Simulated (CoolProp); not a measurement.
Oxygen along the isotherm 157.9 K: fugacity coefficient from the reference equation and from simpler models built on Tc = 154.6 K, pc = 5.046 MPa, ω = 0.022; each cubic takes its own stable root.

Model: reference Helmholtz-energy equation of state, Schmidt 1985, in CoolProp.

```tsv
p (MPa)	phase	reference
1.15	gas	0.9295
2.29	gas	0.8608
3.44	gas	0.7919
4.59	gas	0.7220
5.73	supercritical	0.6455
6.88	supercritical	0.5643
8.03	supercritical	0.5042
9.18	supercritical	0.4589
10.3	supercritical	0.4245
11.5	supercritical	0.3952
12.6	supercritical	0.3734
```

Task: How far does each simpler model (Redlich-Kwong, Peng-Robinson) lie from the reference over these 11 states: mean and median of the absolute difference, and the worst?

Result: 
- Redlich-Kwong: mean 0.9 %, median 0.4 %, worst +2.3 % at 157.9 K and 12.6 MPa
- Peng-Robinson: mean 3.2 %, median 3.6 %, worst -4.0 % at 157.9 K and 5.73 MPa
